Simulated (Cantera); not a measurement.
Input (Python, Cantera) and output of one run.

```python
import numpy as np
import cantera as ct

gas_names = """
    Fe FeO Fe(OH)2 H HO2 H2 H2O H2O2 H2S H2SO4 O OH O2 O3 S SH SO SO2 SO3 S2 S2O S8
""".split()
cond_names = """
    Fe(a) Fe(c) Fe(d) Fe(L) FeO(s) FeO(L) Fe(OH)2(s) Fe(OH)3(s) FeS(a) FeS(b) FeS(c) FeS(L) FeSO4(s)
    FeS2(s) Fe2O3(s) Fe2S3O12(s) Fe3O4(s) H2O(s) H2O(L) H2SO4(L) S(cr1) S(cr2) S(L)
""".split()


# ... load() reads the species with a 1 bar reference pressure and builds the phases ...
atoms = {
    'Fe2O3': {'Fe': 2, 'O': 3},
    'SO2': {'S': 1, 'O': 2},
    'H2O': {'H': 2, 'O': 1},
}
top_T = {'FeSO4(s)': 950, 'FeS2(s)': 1010, 'Fe2O3(s)': 1830, 'Fe2S3O12(s)': 1100, 'Fe3O4(s)': 1870}  # K; cautious upper limits of use, not melting points


# ... equilibrate(T, P, feed) seeds the gas with the atoms and calls Mixture.equilibrate('TP', solver="vcs", rtol=1e-11, max_steps=5000) ...
results = []
feed = {'Fe2O3': 1, 'SO2': 1.9, 'H2O': 0.095}  # mol
P = 160000  # Pa
for T in [748, 823, 898, 973, 1048, 1123, 1198, 1273, 1348, 1423]:
    mix = equilibrate(T, P, feed)
    results.append((T, P, feed, dict(zip(mix.species_names, mix.species_moles))))

top = {s: max(r[3][s] / sum(r[3][g] for g in gas_names) for r in results) for s in gas_names}
cols = sorted((s for s in top if top[s] > 0.0001), key=lambda s: -top[s])[:5]
seen = [c for c in cond_names if any(r[3].get(c, 0) > 1e-12 for r in results)]
print("log10 of partial pressures in bar; condensed amounts in mol")
print(f"{'T/K':>10s}" + "".join(f"{s[:9]:>10s}" for s in cols + seen))
for T, P, feed, n in results:
    ng = sum(n[g] for g in gas_names)
    print(f"{T:10.4g}" + "".join(f"{np.log10(max(n[s] / ng * P / 1e5, 1e-99)):10.3f}" for s in cols)
          + "".join(f"{n.get(c, 0):10.4g}" for c in seen))
```

Output:

```
log10 of partial pressures in bar; condensed amounts in mol
       T/K       SO2       H2O       SO3        O2  Fe2O3(s)  Fe3O4(s)
       748     0.183    -1.118    -6.392   -17.118         1         0
       823     0.183    -1.118    -5.990   -15.061         1         0
       898     0.183    -1.118    -5.641   -13.322         1         0
       973     0.183    -1.118    -5.011   -11.185         1 2.007e-05
      1048     0.183    -1.118    -4.466    -9.345    0.9999 8.035e-05
      1123     0.183    -1.118    -4.000    -7.764    0.9996 0.0002434
      1198     0.183    -1.118    -3.595    -6.389    0.9991 0.0006281
      1273     0.183    -1.118    -3.239    -5.181    0.9978  0.001461
      1348     0.183    -1.118    -2.924    -4.111     0.995  0.003346
      1423     0.182    -1.118    -2.643    -3.155    0.9863  0.009164
```

Cantera equilibrium calculation (NASA polynomials, part measured and part estimated; ideal gas, pure solids and liquids). Mutual solubility and eutectic melting of coexisting phases are not modelled.
